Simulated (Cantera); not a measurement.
N2O furnace oxynitridation

An isothermal, constant-pressure homogeneous reactor starts with 3.57 % N2O, 0.0393 % H2, 96.4 % N2, at 1475 K and 0.133 bar.

Model: GRI-Mech 3.0 (53 species, 325 reactions), integrated in Cantera. GRI-Mech 3.0 was tuned for natural gas; its chemistry of N2O as a main component is partial and can be far from experiment.

```
t (s)       x N2O      x H2      x O     x NO2    x H2O2   x N2     x H2O
--------  -------  --------  -------  --------  --------  -----  --------
2.00e-6    0.0357  0.000393  1.99e-7    <1e-12    <1e-12  0.964    <1e-12
6.91e-6    0.0357  0.000393  6.82e-7    <1e-12    <1e-12  0.964  6.99e-12
2.39e-5    0.0357  0.000393  2.31e-6    <1e-12    <1e-12  0.964  3.04e-10
8.25e-5    0.0357  0.000392  7.43e-6    <1e-12    <1e-12  0.964   1.42e-8
0.000285   0.0357  0.000390  2.03e-5  2.68e-11  3.61e-12  0.964   6.19e-7
0.000985   0.0355  0.000359  3.47e-5   5.77e-9  2.40e-10  0.964   1.83e-5
0.00340    0.0349  0.000182  3.84e-5   2.28e-7   1.06e-9  0.964  0.000179
0.0118     0.0331   1.97e-5  4.54e-5   1.47e-6  3.83e-10  0.965  0.000356
0.0406     0.0281   3.63e-7  4.73e-5   2.99e-6  1.46e-10  0.967  0.000379
0.140      0.0161   3.17e-7  4.43e-5   3.98e-6  1.25e-10  0.972  0.000377
0.485     0.00259   3.57e-7  3.31e-5   3.95e-6  9.44e-11  0.978  0.000376
1.68      3.47e-5   3.77e-8  2.93e-6   4.22e-6  9.33e-12  0.979  0.000383
5.79      2.07e-8   1.20e-8  9.43e-7   3.48e-6  3.00e-12  0.979  0.000384
20.0      2.04e-8   1.20e-8  9.43e-7   3.48e-6  3.00e-12  0.979  0.000384
```
x: mole fraction; the columns are a selection and need not sum to one.

Equilibrium at this temperature and pressure: N2O 8.74e-9, H2 1.09e-8, O 1.04e-6, NO2 2.09e-7, H2O2 3.30e-12, N2 0.982, H2O 0.000384 (gas phase only).
